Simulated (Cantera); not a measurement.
Cantera run, input and output.

```python
import numpy as np
import cantera as ct

gas = ct.Solution("gri30.yaml")


def delay(T, t_max=10):
    gas.TPX = T, 730000, {'CH4': 1, 'H2': 0.16, 'O2': 4.95, 'N2': 21.3}
    reactor = ct.IdealGasConstPressureReactor(gas, clone=False)
    net = ct.ReactorNet([reactor])
    net.rtol, net.atol = 1e-8, 1e-16
    while net.time < t_max:
        t_old, T_old = net.time, reactor.T
        net.step()
        if reactor.T > T + 400:  # ignition: a rise of 400 K
            return t_old + (T + 400 - T_old) / (reactor.T - T_old) * (net.time - t_old)
    return np.nan


taus = []
for T in [998, 1098, 1198, 1298, 1398, 1498, 1598, 1698, 1798]:
    taus.append(delay(T))
    print(f"T0 = {T:6g} K   tau = {taus[-1]:.4e} s")
```

It prints:

```
T0 =    998 K   tau = 3.1685e-02 s
T0 =   1098 K   tau = 4.9604e-03 s
T0 =   1198 K   tau = 1.4656e-03 s
T0 =   1298 K   tau = 5.6974e-04 s
T0 =   1398 K   tau = 2.4184e-04 s
T0 =   1498 K   tau = 1.0957e-04 s
T0 =   1598 K   tau = 5.3409e-05 s
T0 =   1698 K   tau = 2.8075e-05 s
T0 =   1798 K   tau = 1.5857e-05 s
```

Model: GRI-Mech 3.0 (53 species, 325 reactions), integrated in Cantera. Below about 1000 K GRI-Mech 3.0 lacks low-temperature oxidation paths.
